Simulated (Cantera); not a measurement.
**Dilute partial oxidation**

An isothermal, constant-pressure homogeneous reactor starts with 0.751 % CH₄, 0.415 % O₂, 98.8 % N₂, at 1525 K and 0.900 bar.

Computed with Cantera and GRI-Mech 3.0 (53 species, 325 reactions).

| t (s) | x CH₄ | x O₂ | x C₂H₂ | x OH | x HCN | x NO | x C₂H₆ |
|---|---|---|---|---|---|---|---|
| 3.00e-6 | 0.00751 | 0.00415 | <1e-12 | 2.23e-10 | <1e-12 | <1e-12 | <1e-12 |
| 1.47e-5 | 0.00751 | 0.00415 | <1e-12 | 2.12e-9 | <1e-12 | <1e-12 | <1e-12 |
| 7.21e-5 | 0.00751 | 0.00415 | <1e-12 | 3.51e-9 | <1e-12 | <1e-12 | 6.15e-11 |
| 0.000353 | 0.00751 | 0.00415 | 2.72e-12 | 4.99e-9 | <1e-12 | <1e-12 | 8.18e-9 |
| 0.00173 | 0.00750 | 0.00415 | 1.83e-9 | 1.19e-8 | <1e-12 | <1e-12 | 7.45e-7 |
| 0.00849 | 0.00735 | 0.00411 | 1.04e-6 | 5.14e-8 | 9.33e-12 | 7.48e-12 | 2.15e-5 |
| 0.0416 | 0.00325 | 0.00200 | 0.000694 | 6.43e-7 | 6.68e-8 | 1.37e-8 | 7.19e-5 |
| 0.204 | 0.00118 | 1.91e-5 | 0.00148 | 5.16e-8 | 6.50e-7 | 3.53e-8 | 8.77e-7 |
| 1.00 | 0.000908 | 3.62e-9 | 0.00159 | 3.89e-8 | 6.97e-7 | 2.45e-8 | 3.36e-7 |
x: mole fraction; the columns are a selection and need not sum to one.

Equilibrium at this temperature and pressure: CH₄ 8.28e-11, O₂ <1e-12, C₂H₂ <1e-12, OH 4.29e-9, HCN 4.18e-8, NO 4.35e-10, C₂H₆ <1e-12 (gas phase only).
